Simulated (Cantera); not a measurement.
Input: 1 mol CH3SiCl3, 0.019 mol CH4, 1200 mol H2, at 4.80 Torr.

Equilibrium computed with Cantera from the NASA thermochemical tables; the gas is ideal and each condensed phase is pure. Candidate condensed phases: C, C6H6, C7H8, C8H18, Si, SiC; 109 gas species. The feed counts by its element totals alone. Rates play no part. All values below are at 1523 K.

Base state: H2 0.997, HCl 0.00249, H 0.000288 (mole fractions); condensed: SiC(s).

Problem. What changes in the equilibrium state with this change: CH3SiCl3 replaced by Si(CH3)4?

Solution. 
```json
[
 {"species": "H2", "before": "0.997", "after": "1.000"},
 {"species": "H", "before": "0.000288", "after": "0.000289"},
 {"species": "CH4", "before": "8.38e-6", "after": "1.47e-5"},
 {"species": "HCl", "before": "0.00249", "after": "0"},
 {"species": "C2H2 (acetylene)", "before": "3.86e-6", "after": "1.18e-5"},
 {"species": "SiC(s), mol", "before": "1.000", "after": "1.000"},
 {"species": "C(graphite), mol", "before": "0", "after": "2.97"}
]
```
